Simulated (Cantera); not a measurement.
Feed: 1 mol Fe₂O₃, 0.1 mol H₂S, 0.15 mol CO₂, equilibrated at 0.100 bar.

Equilibrium computed with Cantera from the NASA thermochemical tables; the gas is ideal and each condensed phase is pure. Candidate condensed phases: C, C₆H₆, C₇H₈, C₈H₁₈, Fe, Fe(CO)₅, FeO, Fe(OH)₂, Fe(OH)₃, FeS, FeSO₄, FeS₂, Fe₂O₃, Fe₂(SO₄)₃, Fe₃O₄, H₂O, H₂SO₄, S; 127 gas species. Mutual solubility and eutectic melting of coexisting phases are not modelled. Rates play no part.

Q: Which condensed phases are stable at each of these points (T (K)): 1023, 1098, 1173, 1248, 1323, 1398, 1473, 1548?

A: 
| T (K) | condensed phases | Fe condensed (%) |
|---|---|---|
| 1023 | Fe₂O₃(s) + Fe₃O₄(s) | 100.0 |
| 1098 | Fe₂O₃(s) + Fe₃O₄(s) | 100.0 |
| 1173 | Fe₂O₃(s) + Fe₃O₄(s) | 100.0 |
| 1248 | Fe₂O₃(s) + Fe₃O₄(s) | 100.0 |
| 1323 | Fe₂O₃(s) + Fe₃O₄(s) | 100.0 |
| 1398 | Fe₂O₃(s) + Fe₃O₄(s) | 100.0 |
| 1473 | Fe₂O₃(s) + Fe₃O₄(s) | 100.0 |
| 1548 | Fe₃O₄(s) | 100.0 |

From 1023 K to 1473 K the condensed part is Fe₂O₃(s) + Fe₃O₄(s). At 1548 K the condensed part is Fe₃O₄(s).
